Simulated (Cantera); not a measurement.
Input: 1 mol SiCl₄, 14 mol NH₃, 15 mol H₂, held at 1425 K and 11.0 mbar.

Method: chemical equilibrium by Gibbs-energy minimisation in Cantera with the NASA 1993 tables (ideal gas, pure condensed phases). Candidate condensed phases: NH₄Cl, Si, Si₃N₄; 28 gas species. The tables' values for SiCl₃ are old estimates; treat these amounts as uncertain. Kinetics and transport are ignored.

Base state: H₂ 0.767, N₂ 0.143, HCl 0.0879, SiCl₂ 0.00104, H 5.70e-5, SiCl₃ 4.54e-5 (mole fractions); condensed: Si₃N₄(s).

What changes in the equilibrium state with this change: pressure from 11.0 mbar to 0.520 bar?


```
species         before    after
-------------  -------  -------
H₂               0.767    0.767
N₂               0.143    0.143
HCl             0.0879   0.0898
SiCl₂          0.00104  8.33e-5
NH₃            2.20e-7  1.04e-5
H              5.70e-5  8.29e-6
SiCl₄          7.78e-6  3.08e-5
SiHCl₃         5.32e-6  2.06e-5
Si₃N₄(s), mol    0.317    0.331
```
